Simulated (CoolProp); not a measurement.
A simple Rankine cycle with hexamethyldisiloxane (MM): condensing at 309.15 K, boiler at 0.314 MPa, turbine inlet 423.1 K, turbine efficiency 0.85, pump efficiency 0.6, no recuperator. Each further row changes one setting.

The numbers come from the reference Helmholtz-energy equation of state, Thol 2016 in CoolProp.

```csv
case,thermal efficiency (%),net work (kJ/kg),heat in (kJ/kg),turbine exit temperature (K),volume ratio over the turbine
as stated,14.3,57.7,403,384.5,(withheld)
turbine inlet 443.1 K,13.8,61.1,(withheld),404.6,(withheld)
condensing temperature 301.15 K,(withheld),(withheld),419,380.8,50.2
boiler pressure 0.22 MPa,13.0,53.0,407,(withheld),23.3
turbine efficiency 0.75,12.6,(withheld),403,388.5,34.9
```

### Question
What belongs in the gaps?

### Answer

- as stated, volume ratio over the turbine: 34.5
- turbine inlet 443.1 K, heat in (kJ/kg): 442
- turbine inlet 443.1 K, volume ratio over the turbine: 33.8
- condensing temperature 301.15 K, thermal efficiency (%): 15.3
- condensing temperature 301.15 K, net work (kJ/kg): 64.0
- boiler pressure 0.22 MPa, turbine exit temperature (K): 389.4
- turbine efficiency 0.75, net work (kJ/kg): 50.9
